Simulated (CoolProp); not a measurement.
Values from CoolProp's reference Helmholtz-energy equation of state, Leachman 2009.

### Question
For normal hydrogen, give the phase and the speed of sound (m/s), expansivity (1/kK), viscosity (µPa s), Prandtl number at 25.6 K and 3.02 MPa; 25.6 K and 3.46 MPa; 25.6 K and 5.62 MPa.

### Answer
- 25.6 K and 3.02 MPa: liquid; speed of sound 1130, expansivity 17.1, viscosity 11.4, Prandtl number 1.17
- 25.6 K and 3.46 MPa: liquid; speed of sound 1150, expansivity 16.2, viscosity 11.8, Prandtl number 1.17
- 25.6 K and 5.62 MPa: liquid; speed of sound 1240, expansivity 13.1, viscosity 13.3, Prandtl number 1.17

Viscosity comes from a separate model (Muzny 2013). Thermal conductivity comes from a separate model (Assael 2011).
